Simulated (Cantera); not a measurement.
Input: 1 mol acetone, 2.6 mol H2O, 7.4 mol H2, at 1198 K.

Method: chemical equilibrium by Gibbs-energy minimisation in Cantera with the NASA 1993 tables (ideal gas, pure condensed phases). Candidate condensed phases: C, C6H6, C7H8, C8H18, H2O; 110 gas species. The feed counts by its element totals alone. The ideal-gas law is rough above about 30 bar. The numbers say what is thermodynamically allowed, not how fast it happens.

log p: log10 of the partial pressure in bar; nothing condenses.

```json
[
 {"P (Pa)": "10", "log p H2": "-4.11", "log p H2O": "-5.49", "log p CO": "-4.74", "log p CH4": "-14.94", "log p CO2": "-6.26"},
 {"P (Pa)": "72", "log p H2": "?", "log p H2O": "?", "log p CO": "?", "log p CH4": "?", "log p CO2": "?"},
 {"P (Pa)": "520", "log p H2": "-2.39", "log p H2O": "-3.78", "log p CO": "-3.02", "log p CH4": "-9.79", "log p CO2": "-4.55"},
 {"P (Pa)": "3700", "log p H2": "?", "log p H2O": "?", "log p CO": "?", "log p CH4": "?", "log p CO2": "?"},
 {"P (Pa)": "27000", "log p H2": "-0.68", "log p H2O": "-2.06", "log p CO": "-1.31", "log p CH4": "-4.65", "log p CO2": "-2.83"},
 {"P (Pa)": "190000", "log p H2": "0.17", "log p H2O": "-1.17", "log p CO": "-0.47", "log p CH4": "-2.16", "log p CO2": "-1.94"},
 {"P (Pa)": "1400000", "log p H2": "1.00", "log p H2O": "0.06", "log p CO": "0.30", "log p CH4": "-0.13", "log p CO2": "-0.77"},
 {"P (Pa)": "10000000", "log p H2": "1.73", "log p H2O": "1.33", "log p CO": "0.77", "log p CH4": "1.25", "log p CO2": "0.23"}
]
```

Complete the blanks.


- 72, log p H2: -3.25
- 72, log p H2O: -4.64
- 72, log p CO: -3.88
- 72, log p CH4: -12.37
- 72, log p CO2: -5.40
- 3700, log p H2: -1.54
- 3700, log p H2O: -2.93
- 3700, log p CO: -2.17
- 3700, log p CH4: -7.23
- 3700, log p CO2: -3.69
